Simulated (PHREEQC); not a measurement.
Acid mine or pickling water: an equilibrium model

Model water analysis in mg/kgw, 25 °C, pH 2.56, pe 13:

```tsv
constituent	mg/kgw
Na	14.4
K	25.5
Ca	186
Mg	23.5
Cl	142
S(6) as SO4	673
Cu(2)	0.179
F	0.455
```

Valence states are taken as typed.

Equilibrium calculation in PHREEQC: ion-association model, phreeqc.dat.

Precipitation was switched off in this run.

What ionic strength does the model give?

ionic strength 0.0230 mol/kgw.

In which forms is Cu present?

Cu+2 75 %, CuSO4 24 % of the Cu.
